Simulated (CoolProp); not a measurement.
The fluid at 293.15 K and 0.701 MPa expands adiabatically to 0.0491 MPa with isentropic efficiency 0.8. The same conditions are run with several fluids, on thermodynamics alone (safety and materials aside).

Model: reference Helmholtz-energy equation of state of each fluid (carbon monoxide: Lemmon 2006; CH2F2 (R32): Tillner-Roth 1997; fluorine: de Reuck 1990; hydrogen chloride: Thol 2018), in CoolProp.

| fluid | work (kJ/kg) | final temperature (K) | final phase | final density (kg/m³) |
|---|---|---|---|---|
| carbon monoxide | 129 | 167.6 | gas | 0.989 |
| CH2F2 (R32) | 73.6 | 208.3 | two-phase, vapour fraction 0.945 | 1.60 |
| fluorine | 96.4 | 170.7 | gas | 1.32 |
| hydrogen chloride | 99.0 | 176.3 | two-phase, vapour fraction 0.972 | 1.28 |
